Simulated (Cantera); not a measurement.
Adiabatic ignition

An adiabatic, constant-volume homogeneous reactor starts with 3.74 % CH4, 0.710 % CO, 20.1 % O2, 75.5 % N2, equivalence ratio 0.39, at 1250 K and 0.220 bar.

Computed with Cantera and GRI-Mech 3.0 (53 species, 325 reactions).

| t (s) | T (K) | P (bar) | x CH4 | x CO | x O2 | x NO2 | x CH3 | x HO2 | x CH2O |
|---|---|---|---|---|---|---|---|---|---|
| 2.00e-6 | 1250 | 0.220 | 0.0374 | 0.00710 | 0.201 | <1e-12 | 3.94e-10 | 3.74e-10 | <1e-12 |
| 5.97e-6 | 1250 | 0.220 | 0.0374 | 0.00710 | 0.201 | <1e-12 | 1.23e-9 | 1.12e-9 | 1.16e-12 |
| 1.78e-5 | 1250 | 0.220 | 0.0374 | 0.00710 | 0.201 | <1e-12 | 4.07e-9 | 3.33e-9 | 1.17e-11 |
| 5.32e-5 | 1250 | 0.220 | 0.0374 | 0.00710 | 0.201 | <1e-12 | 1.36e-8 | 9.91e-9 | 1.18e-10 |
| 0.000159 | 1250 | 0.220 | 0.0374 | 0.00710 | 0.201 | <1e-12 | 4.33e-8 | 2.92e-8 | 1.16e-9 |
| 0.000475 | 1250 | 0.220 | 0.0374 | 0.00710 | 0.201 | <1e-12 | 1.41e-7 | 8.38e-8 | 1.12e-8 |
| 0.00142 | 1250 | 0.220 | 0.0374 | 0.00710 | 0.201 | <1e-12 | 5.19e-7 | 2.23e-7 | 1.19e-7 |
| 0.00423 | 1250 | 0.220 | 0.0374 | 0.00710 | 0.201 | <1e-12 | 2.65e-6 | 4.71e-7 | 1.64e-6 |
| 0.0126 | 1250 | 0.220 | 0.0373 | 0.00710 | 0.201 | <1e-12 | 1.95e-5 | 8.78e-7 | 3.44e-5 |
| 0.0377 | 1267 | 0.223 | 0.0351 | 0.00751 | 0.199 | <1e-12 | 0.000125 | 1.60e-5 | 0.000736 |
| 0.113 | 2259 | 0.398 | <1e-12 | 0.00176 | 0.120 | 1.58e-6 | <1e-12 | 3.14e-6 | <1e-12 |
| 0.336 | 2248 | 0.396 | <1e-12 | 0.00167 | 0.117 | 4.30e-6 | <1e-12 | 2.99e-6 | <1e-12 |
| 1.00 | 2243 | 0.395 | <1e-12 | 0.00162 | 0.116 | 5.62e-6 | <1e-12 | 2.92e-6 | <1e-12 |
| 3.00 | 2243 | 0.395 | <1e-12 | 0.00162 | 0.116 | 5.67e-6 | <1e-12 | 2.92e-6 | <1e-12 |
x: mole fraction; the columns are a selection and need not sum to one.

```yaml
time_of_steepest_temperature_rise: 41.7 ms
temperature at 3.00 s: 2243 K
equilibrium_temperature: 2243 K
x(CH4) at 3.00 s: <1e-12 (gas-phase equilibrium <1e-12)
x(CO) at 3.00 s: 0.00162 (gas-phase equilibrium 0.00162)
x(O2) at 3.00 s: 0.116 (gas-phase equilibrium 0.116)
```
